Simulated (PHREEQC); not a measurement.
# Copper plating or etch bath: speciation

Solution (25 °C): 0.011 mol CuCl2 and 0.15 mol FeCl3 per kg of water. Closed to the air; pH follows from the charge balance.

Computed with PHREEQC (ion-association model, phreeqc.dat).

Each row changes one thing in this solution. This is a speciation only: nothing precipitates in the calculation.

```json
[
 {"case": "as made", "pH": "1.87", "ionic strength (mol/kgw)": "0.557", "Cl- (mol/kgw)": "0.342", "FeCl+2 (mol/kgw)": "0.0795", "Fe+3 (mol/kgw)": "0.0291", "FeCl2+ (mol/kgw)": "0.0239", "SI of Goethite (FeOOH)": "+4.00", "SI of Hematite (Fe2O3)": "+10.01"},
 {"case": "temperature from 25 to 10 °C", "pH": "1.97", "ionic strength (mol/kgw)": "0.563", "Cl- (mol/kgw)": "?", "FeCl+2 (mol/kgw)": "0.0648", "Fe+3 (mol/kgw)": "0.0384", "FeCl2+ (mol/kgw)": "0.0329", "SI of Goethite (FeOOH)": "+3.86", "SI of Hematite (Fe2O3)": "+9.66"},
 {"case": "diluted 5-fold with water", "pH": "?", "ionic strength (mol/kgw)": "0.148", "Cl- (mol/kgw)": "0.0836", "FeCl+2 (mol/kgw)": "0.00858", "Fe+3 (mol/kgw)": "0.0102", "FeCl2+ (mol/kgw)": "0.00103", "SI of Goethite (FeOOH)": "+4.39", "SI of Hematite (Fe2O3)": "+10.78"},
 {"case": "CuCl2 from 0.011 to 0.0165 mol/kgw", "pH": "1.88", "ionic strength (mol/kgw)": "0.568", "Cl- (mol/kgw)": "0.350", "FeCl+2 (mol/kgw)": "0.0798", "Fe+3 (mol/kgw)": "0.0285", "FeCl2+ (mol/kgw)": "0.0244", "SI of Goethite (FeOOH)": "+4.02", "SI of Hematite (Fe2O3)": "+10.04"}
]
```

Question: Complete the blanks.

Answer: 
- temperature from 25 to 10 °C, Cl- (mol/kgw): 0.339
- diluted 5-fold with water, pH: 2.07

Species that the database lacks are ignored. Some of these states are supersaturated (in Hematite (slow to form), Goethite (slow to form), for instance). Constants without temperature data keep their 25 °C values here.
